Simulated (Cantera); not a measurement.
Feed: 1 mol BCl₃, 140 mol H₂, equilibrated at 902 °C and 0.250 bar.

Method: chemical equilibrium by Gibbs-energy minimisation in Cantera with the NASA 1993 tables (ideal gas, pure condensed phases). Candidate condensed phases: B; 13 gas species. Gases not in the tables: BHCl₂. Equilibrium is a limit: real reactors are often held back by kinetics, nucleation or transport.

Base state: H₂ 0.979, HCl 0.0205, BCl₃ 0.000218 (mole fractions); condensed: B(s).

What changes in the equilibrium state with this change: temperature from 902 °C to 502 °C?


```csv
species,before,after
H₂,0.979,0.988
HCl,0.0205,0.00691
BCl₃,0.000218,0.00478
"B(s), mol",0.969,0.325
```
